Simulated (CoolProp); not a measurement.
Vapour-liquid equilibrium of R245fa (1) + n-pentane (2) at 3.24 bar; x and y are mole fractions of (1).

Model: multi-fluid Helmholtz-energy mixture model, Akasaka 2015 and Thol 2019; pair parameters Bell 2016, in CoolProp.

**Question.** Give the bubble temperature and the first vapour's composition at x = 0.125, 0.5, 0.575. Is there an azeotrope?

**Answer.** x = 0.125: 325.8 K, y = 0.496; x = 0.5: 316.9 K, y = 0.666; x = 0.575: 316.7 K, y = 0.678. y crosses x between x = 0.65 and 0.725: the model has an azeotrope there.

The pair parameters rest on a limited set of measurements; away from them the model extrapolates. With so large a gap from Raoult's law the liquid may split in two, which this calculation doesn't test in full.
